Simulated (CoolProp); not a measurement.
Vapour-liquid equilibrium of hydrogen sulfide (1) + n-butane (2) at 295 K; x and y are mole fractions of (1).

Computed with CoolProp (multi-fluid Helmholtz-energy mixture model, Lemmon 2006 and Bücker 2006; pair parameters Kunz 2012).

| x | bubble pressure (bar) | y at the bubble point | dew pressure at overall composition x (bar) | liquid density (mol/L) |
|---|---|---|---|---|
| 0.05 | 3.652 | 0.401 | ? | 10.12 |
| 0.125 | ? | 0.624 | 2.519 | 10.49 |
| 0.2 | 7.432 | 0.724 | 2.753 | 10.93 |
| 0.275 | 8.994 | ? | 3.033 | 11.44 |
| 0.35 | 10.36 | 0.819 | 3.374 | 12.05 |
| 0.425 | 11.57 | ? | 3.798 | 12.75 |
| 0.5 | 12.66 | 0.869 | ? | 13.56 |
| 0.575 | 13.64 | 0.887 | 5.052 | 14.50 |
| 0.65 | 14.56 | 0.904 | 6.033 | 15.59 |
| 0.725 | 15.43 | 0.921 | 7.454 | 16.84 |
| 0.8 | 16.28 | 0.938 | 9.632 | 18.26 |
| 0.875 | 17.14 | 0.957 | 12.99 | 19.87 |
| 0.95 | ? | 0.980 | 16.86 | 21.68 |

Question: What belongs in the gaps?

Answer: 
- 0.05, dew pressure at overall composition x (bar): 2.320
- 0.125, bubble pressure (bar): 5.654
- 0.275, y at the bubble point: 0.781
- 0.425, y at the bubble point: 0.847
- 0.5, dew pressure at overall composition x (bar): 4.339
- 0.95, bubble pressure (bar): 18.03

No azeotrope shows between x = 0.05 and 0.95.

The pair parameters rest on a limited set of measurements; away from them the model extrapolates.
